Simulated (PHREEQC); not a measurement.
Solution (65 °C): 0.0047 mol CuSO4, 0.00094 mol H2SO4 and 0.14 mol Na2SO4 per kg of water. Closed to the air; pH follows from the charge balance.

Equilibrium calculation in PHREEQC: ion-association model, wateq4f.dat.

Each row changes one thing in this solution. Precipitation was switched off in this run.

| case | pH | ionic strength (mol/kgw) | Na+ (mol/kgw) | SO4-2 (mol/kgw) | NaSO4- (mol/kgw) | CuSO4 (mol/kgw) | SI of Tenorite (CuO) | SI of Chalcanthite (CuSO4:5H2O) |
|---|---|---|---|---|---|---|---|---|
| as made | 3.73 | 0.358 | 0.245 | 0.106 | 0.0348 | 0.00271 | -2.14 | -2.45 |
| CuSO4 from 0.0047 to 0.00423 mol/kgw | 3.73 | 0.357 | 0.245 | 0.106 | 0.0348 | 0.00244 | -2.19 | -2.49 |
| diluted 100-fold with water | 4.86 | 0.00434 | 0.00278 | 0.00143 | 1.84e-5 | 7.96e-6 | -1.11 | -5.00 |
| H2SO4 from 0.00094 to 0.000188 mol/kgw | 4.43 | 0.358 | 0.245 | 0.107 | 0.0350 | 0.00271 | -0.74 | -2.45 |
| H2SO4 replaced by K2SO4 at the same molality | 5.19 | 0.360 | 0.245 | 0.107 | 0.0351 | 0.00268 | +0.77 | -2.45 |
| diluted 10-fold with water | 4.22 | 0.0411 | 0.0270 | ___ | ___ | 0.000203 | -1.75 | -3.59 |
| temperature from 65 to 85 °C | 3.93 | 0.356 | 0.244 | 0.106 | 0.0355 | 0.00268 | -1.21 | -2.55 |
| CuSO4 from 0.0047 to 0.0094 mol/kgw | 3.73 | 0.365 | 0.245 | 0.108 | 0.0351 | 0.00542 | -1.83 | -2.14 |
| temperature from 65 to 10 °C | 3.33 | 0.368 | 0.250 | 0.111 | 0.0304 | 0.00262 | ___ | -2.13 |

Task: Complete the blanks.

Result: 
- diluted 10-fold with water, SO4-2 (mol/kgw): 0.0132
- diluted 10-fold with water, NaSO4- (mol/kgw): 0.00103
- temperature from 65 to 10 °C, SI of Tenorite (CuO): -4.78

Some of these states are supersaturated (in Tenorite (slow to form), for instance). At this temperature some constants are extrapolated from 25 °C, and those without enthalpy data are left unchanged.
